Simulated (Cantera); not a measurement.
Input: 1 mol SiCl₄, 2.5 mol Cl₂, 1.7 mol H₂, equilibrated at 600 K and 0.133 bar.

These are equilibrium values from Cantera (NASA tables, ideal gas, pure condensed phases), not measurements of a reactor. Candidate condensed phases: Si; 19 gas species. Kinetics and transport are ignored.

Base state: HCl 0.654, SiCl₄ 0.192, Cl₂ 0.154 (mole fractions); condensed: gas only.

Problem. What changes in the equilibrium state with this change: temperature from 600 K to 1173.15 K?

Solution. 
| species | before | after |
|---|---|---|
| HCl | 0.654 | 0.653 |
| SiCl₄ | 0.192 | 0.192 |
| Cl₂ | 0.154 | 0.152 |
| Cl | 2.10e-8 | 0.00378 |
